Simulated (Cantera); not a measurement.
A perfectly stirred reactor is fed with NH₃ : H₂ = 1 : 0.51 (molar parts), at 150000 Pa; it is held at 1798 K, and followed from long to short residence time.

Cantera simulation using the gas-phase N/H chemistry of the illustrative SiF4/NH3 mechanism in the Surface Chemkin manual (1991); the numbers are that mechanism's predictions, not measurements. Walls and surfaces, which speed up NH3 decomposition in real reactors, are not modelled.

Question: What does this change do: NH3 1 to 3.3 parts?

Answer: 
```json
[
 {"quantity": "x(NH₃) at τ = 0.490 s", "before": "0.265", "after": "0.307"},
 {"quantity": "x(H₂) at τ = 0.490 s", "before": "0.615", "after": "0.543"},
 {"quantity": "x(NH) at τ = 0.490 s", "before": "1.51e-6", "after": "1.66e-6"},
 {"quantity": "x(N) at τ = 0.490 s", "before": "6.57e-8", "after": "6.95e-8"},
 {"quantity": "x(N₂) at τ = 0.490 s", "before": "0.119", "after": "0.150"},
 {"quantity": "x(NH₃) at τ = 19.0 ms", "before": "0.616", "after": "0.793"},
 {"quantity": "x(H₂) at τ = 19.0 ms", "before": "0.370", "after": "0.187"},
 {"quantity": "x(NH) at τ = 19.0 ms", "before": "2.14e-6", "after": "2.27e-6"},
 {"quantity": "x(N) at τ = 19.0 ms", "before": "6.89e-8", "after": "6.07e-8"},
 {"quantity": "x(N₂) at τ = 19.0 ms", "before": "0.0139", "after": "0.0195"}
]
```
